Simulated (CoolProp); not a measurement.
The fluid at 293.15 K and 0.352 MPa expands adiabatically to 0.0244 MPa with isentropic efficiency 0.9. The same conditions are run with several fluids, on thermodynamics alone (safety and materials aside).

Model: reference Helmholtz-energy equation of state of each fluid (propylene: Lemmon 2013; ammonia: Gao 2020; R404A: Lemmon 2003; R115: Lemmon 2016), in CoolProp. Blends and air are pseudo-pure fits.

Question: Rank propylene, ammonia, R404A, R115 by work (kJ/kg), highest first.

Answer: ammonia (265), propylene (112), R404A (50.1), R115 (32.8)

```csv
fluid,final temperature (K),final phase,final density (kg/m³)
propylene,204.7,gas,0.610
ammonia,214.9,"two-phase, vapour fraction 0.914",0.257
R404A,223.3,gas,1.30
R115,239.1,gas,1.91
```
